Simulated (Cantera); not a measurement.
A perfectly stirred reactor is fed with CO : H2 : CH4 : O2 : N2 = 1 : 0.5 : 0.21 : 0.836 : 3.14 (molar parts), at 9.87 atm; it is adiabatic with a 600 K inlet, and is followed from long to short residence time, starting on the burning branch (τ in s: 0.26, 0.094, 0.034, 0.012, 0.0044, 0.0016, 0.00058, 0.00021, 7.6e-05, 2.7e-05, 9.9e-06).

Cantera simulation using GRI-Mech 3.0 (53 species, 325 reactions); the numbers are that mechanism's predictions, not measurements.

Task: Predict: blow-out, bracketed by the residence times tried; x(CO) at τ = 0.260 s; x(H2) at τ = 0.260 s; x(CH4) at τ = 0.260 s; x(NO) at τ = 0.260 s; x(NO2) at τ = 0.260 s; x(CO) at τ = 1.60 ms; x(H2) at τ = 1.60 ms; x(CH4) at τ = 1.60 ms; x(NO) at τ = 1.60 ms; x(NO2) at τ = 1.60 ms.

Result: 
```json
{
 "blow_out_bracketed_by_the_residence_times_tried": "burning at 9.90 µs, the shortest tried",
 "x(CO) at τ = 0.260 s": "0.106",
 "x(H2) at τ = 0.260 s": "0.0214",
 "x(CH4) at τ = 0.260 s": "2.15e-7",
 "x(NO) at τ = 0.260 s": "0.000459",
 "x(NO2) at τ = 0.260 s": "3.30e-8",
 "x(CO) at τ = 1.60 ms": "0.107",
 "x(H2) at τ = 1.60 ms": "0.0216",
 "x(CH4) at τ = 1.60 ms": "1.31e-5",
 "x(NO) at τ = 1.60 ms": "0.000440",
 "x(NO2) at τ = 1.60 ms": "5.51e-8"
}
```
